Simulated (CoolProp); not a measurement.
CF4 (R14) along the isobar 1.58 MPa: Z from the reference equation and from simpler models built on Tc = 227.4 K, pc = 3.762 MPa, ω = 0.178; each cubic takes its own stable root.

Model: reference Helmholtz-energy equation of state, Platzer 1990, in CoolProp. This equation is an older, rougher fit; its heat capacities, sound speeds and derivatives of the liquid may be far off and weren't checked against measurements.

| T (K) | phase | reference | Redlich-Kwong | Peng-Robinson |
|---|---|---|---|---|
| 198 | liquid | 0.06687 | 0.7329 | 0.06399 |
| 203.1 | gas | 0.7456 | 0.7590 | 0.7312 |
| 208.3 | gas | ___ | 0.7813 | 0.7573 |
| 213.4 | gas | 0.7953 | 0.8001 | 0.7790 |
| 218.5 | gas | 0.8141 | 0.8165 | 0.7978 |
| 223.6 | gas | ___ | ___ | 0.8143 |
| 228.7 | gas | 0.8443 | 0.8437 | 0.8289 |
| 233.8 | gas | 0.8567 | 0.8551 | 0.8419 |
| 238.9 | gas | 0.8677 | 0.8654 | 0.8537 |
| 244.1 | gas | 0.8778 | 0.8748 | 0.8644 |
| 249.2 | gas | 0.8867 | 0.8833 | 0.8740 |
| 254.3 | gas | 0.8948 | 0.8909 | 0.8828 |
| 259.4 | gas | 0.9021 | 0.8979 | 0.8907 |
| 264.5 | gas | 0.9089 | 0.9043 | 0.8980 |
| 269.6 | gas | 0.9150 | 0.9102 | 0.9047 |

Question: Fill in the missing entries.

Answer: 
- 208.3, reference: 0.7731
- 223.6, reference: 0.8302
- 223.6, Redlich-Kwong: 0.8309

At some of these states Redlich-Kwong gives the other phase, because its saturation line lies elsewhere.
